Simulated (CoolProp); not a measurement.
Vapour-liquid equilibrium of benzene (1) + ethylbenzene (2) at 7.61 bar; x and y are mole fractions of (1).

The numbers come from the multi-fluid Helmholtz-energy mixture model, Thol 2012 and Zhou 2012; pair parameters Bell 2016 in CoolProp.

```tsv
x	bubble temperature (K)	y at the bubble point	dew temperature at overall composition x (K)	liquid density (mol/L)
0.05	500.4	0.104	502.7	6.281
0.15	491.9	0.290	498.4	6.545
0.25	483.8	0.447	493.9	6.816
0.35	476.1	0.578	489.0	7.096
0.45	468.8	0.687	483.7	7.383
0.55	462.0	0.775	477.9	7.678
0.65	455.5	0.847	471.4	7.982
0.75	449.6	0.904	464.0	8.293
0.85	444.1	0.949	455.2	8.613
0.95	439.1	0.985	444.0	8.939
```

No azeotrope shows between x = 0.05 and 0.95.

The pair parameters rest on a limited set of measurements; away from them the model extrapolates.
